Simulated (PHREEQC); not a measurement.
Solution (25 °C): 0.057 mol/kgw ZnBr2, 0.0031 mol/kgw NiSO4 and 5.7e-05 mol/kgw CO2. Closed to the air; pH follows from the charge balance.

Computed with PHREEQC (ion-association model, wateq4f.dat).

```json
{
  "pH": "5.00",
  "ionic_strength": "0.174 mol/kgw"
}
```

```
species  molality  activity   log γ
-------  --------  --------  ------
Br-         0.113    0.0851  -0.124
Zn+2       0.0547    0.0186  -0.467
Ni+2      0.00272  0.000872  -0.494
ZnSO4     0.00169   0.00176   0.017
SO4-2     0.00131  0.000402  -0.512
ZnBr+    0.000555  0.000417  -0.124
NiBr+    0.000312  0.000235  -0.124
NiSO4     6.57e-5   6.84e-5   0.017
CO2       4.69e-5   4.88e-5   0.017
```

Precipitation was switched off in this run.
